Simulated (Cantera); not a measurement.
Input: 1 mol SiCl4, 0.42 mol C2H2, 560 mol H2, equilibrated at 1452 °C.

Method: chemical equilibrium by Gibbs-energy minimisation in Cantera with the NASA 1993 tables (ideal gas, pure condensed phases). Candidate condensed phases: C, C6H6, C7H8, C8H18, Si, SiC; 109 gas species. Mutual solubility and eutectic melting of coexisting phases are not modelled. Gases not in the tables: Si2H6 and higher silanes. Kinetics and transport are ignored.

### Question
Which condensed phases are stable at each of these points (P (Pa)): 100, 320, 1000, 3200, 10000, 32000, 100000?

### Answer
```csv
P (Pa),condensed phases,Si condensed (%)
100,SiC(s),83.8
320,SiC(s),83.9
1000,SiC(s),83.9
3200,Si(l) + SiC(s),87.4
10000,Si(l) + SiC(s),89.0
32000,Si(l) + SiC(s),89.5
100000,Si(l) + SiC(s),89.6
```

From 0.750 Torr to 7.50 Torr the condensed part is SiC(s). From 24.0 Torr to 750 Torr the condensed part is Si(l) + SiC(s).
